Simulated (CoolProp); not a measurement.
Properties of dimethyl carbonate along the isotherm 600 K (Tc = 557.0 K, pc = 49.09 bar, ω = 0.346).

The numbers come from the reference Helmholtz-energy equation of state, Zhou 2011 in CoolProp.

```
p (bar)          phase  isothermal compressibility (1/MPa)  expansivity (1/kK)  fugacity coefficient
-------  -------------  ----------------------------------  ------------------  --------------------
0.388              gas                               25.83               1.679                0.9979
0.604              gas                               16.61               1.685                0.9967
0.941              gas                               10.68               1.696                0.9948
1.46               gas                               6.905               1.712                0.9920
2.28               gas                               4.442               1.738                0.9875
3.55               gas                               2.874               1.780                0.9805
5.53               gas                               1.867               1.849                0.9698
8.61               gas                               1.222               1.965                0.9532
13.4               gas                              0.8108               2.170                0.9276
20.9               gas                              0.5505               2.572                0.8882
32.5               gas                              0.3961               3.501                0.8284
50.6     supercritical                              0.3306               6.683                0.7372
78.8     supercritical                              0.2578               17.79                0.6011
123      supercritical                             0.04053               6.478                0.4582
```
